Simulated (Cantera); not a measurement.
A closed system holds: 1 mol Mg(OH)2, 4.4 mol CO2, at 24.0 mbar.

Method: chemical equilibrium by Gibbs-energy minimisation in Cantera with the NASA 1993 tables (ideal gas, pure condensed phases). Candidate condensed phases: C, C6H6, C7H8, C8H18, H2O, Mg, MgCO3, MgO, Mg(OH)2; 116 gas species. Rates play no part.

x: gas mole fraction; n: condensed amount in mol.

```tsv
T (°C)	x CO2	x H2O	x CO	x O2	x OH	n MgO(s)
1402	0.807	0.184	0.00516	0.00267	0.000354	1.000
1452	0.804	0.184	0.00760	0.00390	0.000546	1.000
1502	0.799	0.183	(withheld)	(withheld)	(withheld)	1.000
1552	0.792	0.182	0.0154	0.00781	0.00121	1.000
1602	0.784	0.181	0.0212	0.0107	0.00173	1.000
1652	0.773	0.179	0.0287	0.0144	0.00243	1.000
1702	0.759	0.177	(withheld)	(withheld)	(withheld)	1.000
1752	0.742	0.175	0.0496	0.0247	0.00454	1.000
1802	0.722	0.172	0.0636	0.0314	0.00604	1.000
1852	0.697	0.168	0.0801	0.0393	0.00789	0.999
1902	0.668	0.164	0.0992	0.0484	0.0101	0.999
```

Task: Some entries are withheld; supply them.

Result: 
- 1502, x CO: 0.0109
- 1502, x O2: 0.00558
- 1502, x OH: 0.000821
- 1702, x CO: 0.0380
- 1702, x O2: 0.0190
- 1702, x OH: 0.00336
